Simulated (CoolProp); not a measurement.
Vapour pressure (MPa) of ethylene: the reference equation beside estimates from Tc = 9.2 °C, pc = 5.042 MPa, ω = 0.087.

Model: reference Helmholtz-energy equation of state, Smukala 2000, in CoolProp.

```csv
T (°C),reference,Lee-Kesler,van der Waals,Peng-Robinson
-71.65,0.4841,0.4844,1.115,0.4841
-67.85,0.5627,0.5632,1.223,0.5624
-64.15,0.6478,0.6485,1.336,0.6473
-60.35,0.7446,0.7456,1.458,0.7441
-56.55,0.8517,0.8528,1.587,0.8511
-52.85,0.9663,0.9674,1.720,0.9659
-49.05,1.095,1.096,1.863,1.095
-45.25,1.236,1.237,2.014,1.237
-41.55,1.386,1.386,2.168,1.387
-37.75,1.552,1.552,2.333,1.554
-34.05,1.728,1.728,2.502,1.731
-30.25,1.923,1.922,2.682,1.928
```

Absolute difference from the reference over all 12 rows, mean and median: Lee-Kesler 0.1 and 0.1 %, van der Waals 78.2 and 74.1 %, Peng-Robinson 0.1 and 0.1 %.
